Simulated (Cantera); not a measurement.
A closed system holds: 1 mol AlCl3, 3.8 mol H2O, a varied amount of H2, equilibrated at 1750 °C and 100000 Pa.

Cantera equilibrium calculation (NASA polynomials, part measured and part estimated; ideal gas, pure solids and liquids). Candidate condensed phases: Al, AlCl3, Al2O3, H2O; 29 gas species. Gases not in the tables: Al(OH)3. Equilibrium is a limit: real reactors are often held back by kinetics, nucleation or transport.

Q: At 17 mol H2, list the 6 most abundant gas species with their mole fractions, and the condensed phases.

A: H2 0.761, HCl 0.134, H2O 0.103, H 0.00166, Cl 0.000217, OH 2.34e-5. Condensed: Al2O3(s).
